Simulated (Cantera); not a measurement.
**Hydrocarbon pyrolysis for carbon deposition**

An isothermal, constant-pressure homogeneous reactor starts with C2H6 : N2 = 1 : 47 (molar parts), at 1150 K and 21.8 Torr.

Model: GRI-Mech 3.0 (53 species, 325 reactions), integrated in Cantera. GRI-Mech 3.0 stops at C3 and has no aromatics, soot or wall deposition, so with more carbon than oxygen in the feed, carbon stays in small species such as C2H2 where larger ones or solid carbon would form. Radical loss at walls, strong at low pressure, is not modelled.

```json
[
 {"t (s)": "0.000800", "x C2H6": "0.0208", "x C2H2": "<1e-12", "x H2": "3.11e-8", "x HCN": "<1e-12", "x CH4": "5.25e-8", "x CH3": "1.53e-6"},
 {"t (s)": "0.00187", "x C2H6": "0.0208", "x C2H2": "<1e-12", "x H2": "4.26e-7", "x HCN": "<1e-12", "x CH4": "2.80e-7", "x CH3": "3.42e-6"},
 {"t (s)": "0.00439", "x C2H6": "0.0208", "x C2H2": "1.08e-10", "x H2": "5.34e-6", "x HCN": "<1e-12", "x CH4": "1.43e-6", "x CH3": "7.21e-6"},
 {"t (s)": "0.0103", "x C2H6": "0.0208", "x C2H2": "1.07e-8", "x H2": "5.53e-5", "x HCN": "3.79e-12", "x CH4": "6.84e-6", "x CH3": "1.41e-5"},
 {"t (s)": "0.0241", "x C2H6": "0.0204", "x C2H2": "4.59e-7", "x H2": "0.000349", "x HCN": "6.05e-11", "x CH4": "3.22e-5", "x CH3": "2.77e-5"},
 {"t (s)": "0.0566", "x C2H6": "0.0193", "x C2H2": "7.33e-6", "x H2": "0.00134", "x HCN": "1.95e-10", "x CH4": "0.000134", "x CH3": "3.85e-5"},
 {"t (s)": "0.133", "x C2H6": "0.0166", "x C2H2": "6.19e-5", "x H2": "0.00376", "x HCN": "3.42e-10", "x CH4": "0.000415", "x CH3": "3.70e-5"},
 {"t (s)": "0.311", "x C2H6": "0.0111", "x C2H2": "0.000382", "x H2": "0.00878", "x HCN": "4.80e-10", "x CH4": "0.00108", "x CH3": "3.03e-5"},
 {"t (s)": "0.728", "x C2H6": "0.00364", "x C2H2": "0.00183", "x H2": "0.0164", "x HCN": "6.06e-10", "x CH4": "0.00220", "x CH3": "1.64e-5"},
 {"t (s)": "1.71", "x C2H6": "0.000410", "x C2H2": "0.00487", "x H2": "0.0221", "x HCN": "6.56e-10", "x CH4": "0.00274", "x CH3": "4.45e-6"},
 {"t (s)": "4.00", "x C2H6": "4.63e-5", "x C2H2": "0.00740", "x H2": "0.0249", "x HCN": "6.59e-10", "x CH4": "0.00279", "x CH3": "1.45e-6"}
]
```
x: mole fraction; the columns are a selection and need not sum to one.

Equilibrium at this temperature and pressure: C2H6 5.57e-8, C2H2 0.00627, H2 0.0370, HCN 0.0253, CH4 0.00192, CH3 8.24e-8 (gas phase only).
